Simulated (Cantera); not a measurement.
## Aluminium nitride and oxide growth: Al(CH3)3 + NH3 + N2 + O2

Input: 1 mol Al(CH3)3, 36 mol NH3, 74 mol N2, 2.3 mol O2, equilibrated at 1.00 Torr.

Method: chemical equilibrium by Gibbs-energy minimisation in Cantera with the NASA 1993 tables (ideal gas, pure condensed phases). Candidate condensed phases: Al, AlN, Al2O3, C, C6H6, C7H8, C8H18, H2O; 148 gas species. The feed counts by its element totals alone. The tables' values for AlOH are old estimates; treat these amounts as uncertain. Kinetics and transport are ignored.

```json
[
 {"T (°C)": "1675", "log p N2": "-3.10", "log p H2": "-3.31", "log p H": "-4.60", "log p CO": "-4.59", "log p H2O": "-5.98", "log p Al": "-6.93", "n Al2O3(s)": "0.491"},
 {"T (°C)": "1725", "log p N2": "-3.10", "log p H2": "-3.32", "log p H": "-4.45", "log p CO": "-4.59", "log p H2O": "-5.89", "log p Al": "-6.57", "n Al2O3(s)": "0.480"},
 {"T (°C)": "1775", "log p N2": "-3.11", "log p H2": "-3.33", "log p H": "-4.31", "log p CO": "-4.59", "log p H2O": "-5.76", "log p Al": "-6.28", "n Al2O3(s)": "0.460"},
 {"T (°C)": "1825", "log p N2": "-3.11", "log p H2": "-3.34", "log p H": "-4.18", "log p CO": "-4.60", "log p H2O": "-5.62", "log p Al": "-6.05", "n Al2O3(s)": "0.428"},
 {"T (°C)": "1875", "log p N2": "-3.11", "log p H2": "-3.35", "log p H": "-4.06", "log p CO": "-4.60", "log p H2O": "-5.48", "log p Al": "-5.84", "n Al2O3(s)": "0.382"},
 {"T (°C)": "1925", "log p N2": "-3.12", "log p H2": "-3.37", "log p H": "-3.94", "log p CO": "-4.61", "log p H2O": "-5.34", "log p Al": "-5.66", "n Al2O3(s)": "0.314"},
 {"T (°C)": "1975", "log p N2": "-3.12", "log p H2": "-3.40", "log p H": "-3.83", "log p CO": "-4.61", "log p H2O": "-5.20", "log p Al": "-5.50", "n Al2O3(s)": "0.217"}
]
```
log p: log10 of the partial pressure in bar; n: condensed amount in mol.

From 1675 °C to 1975 °C the condensed part is Al2O3(s). The main Al-bearing gas is Al throughout. The share of Al in condensed phases is highest at 1675 °C (98.3 %) and lowest at 1975 °C (43.4 %).
